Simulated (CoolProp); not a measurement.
Vapour-liquid equilibrium of R114 (1) + R113 (2) at 311.3 K; x and y are mole fractions of (1).

Model: multi-fluid Helmholtz-energy mixture model, Platzer 1990 and Marx 1992; pair parameters Bell 2016, in CoolProp. This equation is an older, rougher fit; its heat capacities, sound speeds and derivatives of the liquid may be far off and weren't checked against measurements.

| x | bubble pressure, mixture model (bar) | bubble pressure, Raoult's law (bar) | y, mixture model | y, Raoult's law |
|---|---|---|---|---|
| 0.05 | 0.8523 | 0.8567 | 0.178 | 0.187 |
| 0.15 | … | 1.104 | 0.421 | 0.436 |
| 0.25 | 1.341 | 1.352 | … | 0.593 |
| 0.35 | … | 1.599 | … | 0.702 |
| 0.45 | 1.835 | 1.846 | 0.768 | 0.782 |
| 0.55 | 2.082 | 2.094 | 0.830 | 0.842 |
| 0.65 | 2.329 | 2.341 | … | 0.890 |
| 0.75 | 2.576 | 2.589 | 0.920 | 0.929 |
| 0.85 | … | 2.836 | 0.955 | 0.961 |
| 0.95 | 3.078 | 3.083 | 0.986 | 0.988 |

### Question
Fill in the missing entries.

### Answer

- 0.15, bubble pressure, mixture model (bar): 1.095
- 0.25, y, mixture model: 0.579
- 0.35, bubble pressure, mixture model (bar): 1.588
- 0.35, y, mixture model: 0.688
- 0.65, y, mixture model: 0.880
- 0.85, bubble pressure, mixture model (bar): 2.825

The largest gap from Raoult's law is -0.8 % in bubble pressure, at x = 0.15. No azeotrope shows between x = 0.05 and 0.95.

Pair parameters are fitted to limited data, so mixtures are less certain than the pure fluids.
